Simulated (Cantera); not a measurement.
Charge: 1 mol AlI₃, 0.44 mol H₂O, 1.7 mol N₂, equilibrated at 17.0 Pa.

Equilibrium computed with Cantera from the NASA thermochemical tables; the gas is ideal and each condensed phase is pure. Candidate condensed phases: Al, AlI₃, AlN, Al₂O₃, H₂O, I₂; 41 gas species. Mutual solubility and eutectic melting of coexisting phases are not modelled. The tables' values for AlOH are old estimates; treat these amounts as uncertain. Condensed phases not in the tables: aluminium oxynitride. Equilibrium is a limit: real reactors are often held back by kinetics, nucleation or transport.

log p: log10 of the partial pressure in bar; n: condensed amount in mol.

```json
[
 {"T (K)": "723", "log p I": "-5.26", "log p N₂": "-4.08", "log p HI": "-4.40", "log p AlI₃": "-4.55", "log p AlI": "<-15", "log p H₂": "-5.59", "log p I₂": "-4.94", "log p Al": "<-15", "log p H": "<-15", "log p Al₂O": "<-15", "n AlN(s)": "?", "n Al₂O₃(s)": "0.147"},
 {"T (K)": "823", "log p I": "-4.69", "log p N₂": "-4.11", "log p HI": "-4.46", "log p AlI₃": "-4.59", "log p AlI": "-13.04", "log p H₂": "-5.38", "log p I₂": "-5.15", "log p Al": "<-15", "log p H": "-13.83", "log p Al₂O": "<-15", "n AlN(s)": "?", "n Al₂O₃(s)": "0.147"},
 {"T (K)": "923", "log p I": "-4.31", "log p N₂": "-4.17", "log p HI": "-4.57", "log p AlI₃": "-4.78", "log p AlI": "-10.75", "log p H₂": "-5.22", "log p I₂": "-5.44", "log p Al": "<-15", "log p H": "-12.22", "log p Al₂O": "<-15", "n AlN(s)": "?", "n Al₂O₃(s)": "0.147"},
 {"T (K)": "1023", "log p I": "-4.10", "log p N₂": "-4.25", "log p HI": "-4.75", "log p AlI₃": "-5.22", "log p AlI": "-8.99", "log p H₂": "-5.07", "log p I₂": "-5.86", "log p Al": "<-15", "log p H": "-10.92", "log p Al₂O": "<-15", "n AlN(s)": "?", "n Al₂O₃(s)": "0.147"},
 {"T (K)": "1123", "log p I": "-4.02", "log p N₂": "-4.30", "log p HI": "-4.99", "log p AlI₃": "-5.87", "log p AlI": "-7.66", "log p H₂": "-4.95", "log p I₂": "-6.40", "log p Al": "-15.54", "log p H": "-9.85", "log p Al₂O": "<-15", "n AlN(s)": "0.670", "n Al₂O₃(s)": "0.147"},
 {"T (K)": "1223", "log p I": "-3.99", "log p N₂": "-4.31", "log p HI": "-5.25", "log p AlI₃": "-6.57", "log p AlI": "-6.60", "log p H₂": "-4.88", "log p I₂": "-6.94", "log p Al": "-13.09", "log p H": "-8.96", "log p Al₂O": "-15.71", "n AlN(s)": "0.692", "n Al₂O₃(s)": "0.147"},
 {"T (K)": "1323", "log p I": "-3.99", "log p N₂": "-4.31", "log p HI": "-5.50", "log p AlI₃": "-7.23", "log p AlI": "-5.74", "log p H₂": "-4.85", "log p I₂": "-7.44", "log p Al": "-11.03", "log p H": "-8.22", "log p Al₂O": "-13.06", "n AlN(s)": "0.654", "n Al₂O₃(s)": "0.147"},
 {"T (K)": "1423", "log p I": "-4.03", "log p N₂": "-4.29", "log p HI": "-5.77", "log p AlI₃": "-7.92", "log p AlI": "-5.05", "log p H₂": "-4.84", "log p I₂": "-7.94", "log p Al": "-9.26", "log p H": "-7.60", "log p Al₂O": "-10.81", "n AlN(s)": "?", "n Al₂O₃(s)": "0.147"},
 {"T (K)": "1523", "log p I": "-4.12", "log p N₂": "-4.25", "log p HI": "-6.07", "log p AlI₃": "-8.83", "log p AlI": "-4.63", "log p H₂": "-4.85", "log p I₂": "-8.51", "log p Al": "-7.85", "log p H": "-7.06", "log p Al₂O": "-9.01", "n AlN(s)": "0", "n Al₂O₃(s)": "0.147"},
 {"T (K)": "1623", "log p I": "-4.12", "log p N₂": "-4.25", "log p HI": "-6.25", "log p AlI₃": "-9.83", "log p AlI": "-4.63", "log p H₂": "-4.85", "log p I₂": "-8.84", "log p Al": "-7.06", "log p H": "-6.59", "log p Al₂O": "-8.04", "n AlN(s)": "0", "n Al₂O₃(s)": "0.147"},
 {"T (K)": "1723", "log p I": "-4.12", "log p N₂": "-4.25", "log p HI": "-6.41", "log p AlI₃": "-10.71", "log p AlI": "-4.64", "log p H₂": "-4.86", "log p I₂": "-9.12", "log p Al": "-6.38", "log p H": "-6.17", "log p Al₂O": "-7.19", "n AlN(s)": "0", "n Al₂O₃(s)": "0.146"},
 {"T (K)": "1823", "log p I": "-4.12", "log p N₂": "-4.26", "log p HI": "-6.56", "log p AlI₃": "-11.52", "log p AlI": "-4.68", "log p H₂": "-4.87", "log p I₂": "-9.37", "log p Al": "-5.79", "log p H": "-5.80", "log p Al₂O": "-6.48", "n AlN(s)": "0", "n Al₂O₃(s)": "0.143"},
 {"T (K)": "1923", "log p I": "-4.11", "log p N₂": "-4.27", "log p HI": "-6.69", "log p AlI₃": "-12.31", "log p AlI": "-4.78", "log p H₂": "-4.91", "log p I₂": "-9.59", "log p Al": "-5.35", "log p H": "-5.48", "log p Al₂O": "-5.95", "n AlN(s)": "0", "n Al₂O₃(s)": "0.135"},
 {"T (K)": "2023", "log p I": "-4.09", "log p N₂": "-4.29", "log p HI": "-6.83", "log p AlI₃": "-13.13", "log p AlI": "-5.00", "log p H₂": "-4.99", "log p I₂": "-9.77", "log p Al": "-5.08", "log p H": "-5.22", "log p Al₂O": "-5.64", "n AlN(s)": "0", "n Al₂O₃(s)": "0.121"}
]
```

Problem. What belongs in the gaps?

Solution. 
- 723, n AlN(s): 0.152
- 823, n AlN(s): 0.178
- 923, n AlN(s): 0.333
- 1023, n AlN(s): 0.554
- 1423, n AlN(s): 0.450
